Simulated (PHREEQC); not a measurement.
Dissolve 0.071 mol/kgw CdCl2 at 20 °C. Closed to the air; pH follows from the charge balance.

Equilibrium calculation in PHREEQC: ion-association model, phreeqc.dat.

No solid was allowed to form.

### Question
Predict the pH, density, ionic strength.

### Answer
pH 5.48; density 1.010 g/cm³; ionic strength 0.0951 mol/kgw.

### Question
In which forms is Cl present?

### Answer
Cl- 55 %, CdCl+ 32 %, CdCl2 12 %, CdCl3- 0.8 % of the Cl.
